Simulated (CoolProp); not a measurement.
Vapour-liquid equilibrium of R143a (1) + R152A (2) at 240.3 K; x and y are mole fractions of (1).

Computed with CoolProp (multi-fluid Helmholtz-energy mixture model, Lemmon and Jacobsen 2000 and Outcalt 1996; pair parameters Bell 2016).

Task: Give the bubble pressure and the first vapour's composition at x = 0.2, 0.725, 0.95. Is there an azeotrope?

Result: x = 0.2: 0.9902 bar, y = 0.440; x = 0.725: 1.617 bar, y = 0.862; x = 0.95: 1.859 bar, y = 0.976. No azeotrope shows between x = 0.05 and 0.95.

Pair parameters are fitted to limited data, so mixtures are less certain than the pure fluids.
